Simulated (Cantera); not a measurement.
Cantera with NASA thermochemical tables; ideal gases at 1 bar, condensed phases pure. Values are per mole of reaction as written; species without (g) are pure solids or liquids, kept so even where they would boil at 1 bar.

### Question
Between 350 and 525 K, where is each reaction favourable under standard conditions?
- MgI2 ⇌ Mg(g) + I2

### Answer
- MgI2 ⇌ Mg(g) + I2: ΔG° is 467 kJ at 350 K and 437 kJ at 525 K; it stays positive (K < 1). ΔH° is 533 kJ and ΔS° 182 J/K at 525 K.
